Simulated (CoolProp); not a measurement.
Vapour-liquid equilibrium of CHF3 (R23) (1) + R125 (2) at 1.07 MPa; x and y are mole fractions of (1).

Values from CoolProp's multi-fluid Helmholtz-energy mixture model, Penoncello 2003 and Lemmon 2005; pair parameters Bell 2016.

```tsv
x	bubble temperature (K)	y at the bubble point	dew temperature at overall composition x (K)	liquid density (mol/L)
0.05	285.6	0.113	287.4	10.64
0.2	276.4	0.396	283.0	11.53
0.35	268.3	0.602	278.0	12.47
0.5	261.4	0.747	272.5	13.45
0.65	255.6	0.850	266.2	14.49
0.8	250.6	0.925	258.5	15.62
0.95	246.3	0.983	248.8	16.86
```

No azeotrope shows between x = 0.05 and 0.95.

The pair parameters rest on a limited set of measurements; away from them the model extrapolates.
